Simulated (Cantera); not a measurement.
Feed: 1 mol C2H5OH, 1.1 mol H2O, a varied amount of H2, equilibrated at 2123 K and 410000 Pa.

Equilibrium computed with Cantera from the NASA thermochemical tables; the gas is ideal and each condensed phase is pure. Candidate condensed phases: C, C6H6, C7H8, C8H18, H2O; 110 gas species. Equilibrium is a limit: real reactors are often held back by kinetics, nucleation or transport.

x: gas mole fraction; nothing condenses.

| n(H2) (mol) | x H2 | x CO | x H2O | x H | x CO2 | x CH4 |
|---|---|---|---|---|---|---|
| 1 | 0.704 | 0.280 | 0.0130 | 0.00149 | … | 2.92e-6 |
| 2 | 0.740 | 0.246 | 0.0116 | 0.00152 | … | 3.35e-6 |
| 3.7 | 0.785 | 0.203 | 0.00970 | 0.00157 | … | 3.94e-6 |
| 7 | 0.838 | 0.152 | 0.00736 | 0.00162 | … | 4.74e-6 |
| 13 | 0.889 | 0.104 | 0.00512 | 0.00167 | … | 5.57e-6 |
| 25 | 0.931 | 0.0642 | 0.00318 | 0.00171 | … | 6.34e-6 |
| 47 | 0.959 | 0.0376 | 0.00187 | 0.00173 | … | 6.87e-6 |
| 88 | 0.976 | 0.0212 | 0.00106 | 0.00175 | … | 7.20e-6 |

Problem. Some entries are withheld; supply them.

Solution. 
- 1, x CO2: 0.00103
- 2, x CO2: 0.000766
- 3.7, x CO2: 0.000501
- 7, x CO2: 0.000266
- 13, x CO2: 0.000120
- 25, x CO2: 4.36e-5
- 47, x CO2: 1.46e-5
- 88, x CO2: 4.61e-6
